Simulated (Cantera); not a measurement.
What does this Cantera script print?

```python
import numpy as np
import cantera as ct

gas = ct.Solution("SiF4_NH3_mec.yaml", "gas")
gas.TPX = 1850, 13332, {'NH3': 1, 'H2': 15}
reactor = ct.IdealGasConstPressureReactor(gas, energy="off", clone=False)
net = ct.ReactorNet([reactor])
net.rtol, net.atol = 1e-08, 1e-18
show = ['NH3', 'H2', 'H', 'N2H4', 'N2H2', 'N2', 'NH2']
times = np.geomspace(1e-06, 3, 10)

steps = ct.SolutionArray(gas, extra=["t"])
rows = []
print(f"{'t/s':>10s}{'T/K':>9s}{'P/Pa':>11s}" + "".join(f"{s:>11s}" for s in show))
for t in times:
    while net.time < t:
        t_next = net.step()
        steps.append(gas.state, t=t_next)
    rows.append([np.interp(t, steps.t, y) for y in (steps.T, steps.P, *steps(*show).X.T)])
    print(f"{t:10.3e}{rows[-1][0]:9.1f}{rows[-1][1]:11.4g}" + "".join(f"{x:11.3e}" for x in rows[-1][2:]))
rate = np.gradient(steps.T, steps.t)
print("integrator steps:", len(steps.t))
if steps.T.max() > steps.T[0] + 200:
    print(f"time of steepest temperature rise: {steps.t[rate.argmax()]:.4e} s")
gas.TPX = 1850, 13332, {'NH3': 1, 'H2': 15}
gas.equilibrate("TP")
print(f"equilibrium (TP): T = {gas.T:.1f} K  " + "  ".join(f"{s} {gas[s].X[0]:.3e}" for s in show))
```

Output:

```
       t/s      T/K       P/Pa        NH3         H2          H       N2H4       N2H2         N2        NH2
 1.000e-06   1850.0  1.333e+04  6.250e-02  9.375e-01  2.147e-08  5.440e-18  2.161e-17  1.299e-21  1.164e-08
 5.244e-06   1850.0  1.333e+04  6.250e-02  9.375e-01  1.359e-07  1.961e-16  1.165e-15  2.321e-18  3.770e-08
 2.750e-05   1850.0  1.333e+04  6.250e-02  9.375e-01  7.590e-07  4.690e-15  5.450e-14  2.826e-15  1.516e-07
 1.442e-04   1850.0  1.333e+04  6.250e-02  9.375e-01  4.027e-06  1.266e-13  2.179e-12  2.852e-12  7.483e-07
 7.563e-04   1850.0  1.333e+04  6.250e-02  9.375e-01  2.116e-05  3.467e-12  6.970e-11  1.296e-09  3.876e-06
 3.966e-03   1850.0  1.333e+04  6.247e-02  9.374e-01  1.104e-04  9.407e-11  2.536e-09  3.226e-07  2.016e-05
 2.080e-02   1850.0  1.333e+04  6.225e-02  9.371e-01  4.486e-04  1.537e-09  7.448e-08  7.227e-05  8.161e-05
 1.091e-01   1850.0  1.333e+04  5.961e-02  9.385e-01  5.308e-04  1.965e-09  1.040e-07  1.308e-03  9.232e-05
 5.721e-01   1850.0  1.333e+04  4.743e-02  9.449e-01  5.752e-04  1.441e-09  7.907e-08  7.042e-03  7.908e-05
 3.000e+00   1850.0  1.333e+04  1.565e-02  9.615e-01  8.312e-04  3.156e-10  2.089e-08  2.202e-02  3.706e-05
integrator steps: 713
equilibrium (TP): T = 1850.0 K  NH3 5.713e-07  H2 9.691e-01  H 1.462e-03  N2H4 1.292e-18  N2H2 4.085e-15  N2 2.939e-02  NH2 2.360e-09
```

Computed with Cantera and the gas-phase N/H chemistry of the illustrative SiF4/NH3 mechanism in the Surface Chemkin manual (1991). Walls and surfaces, which speed up NH3 decomposition in real reactors, are not modelled.
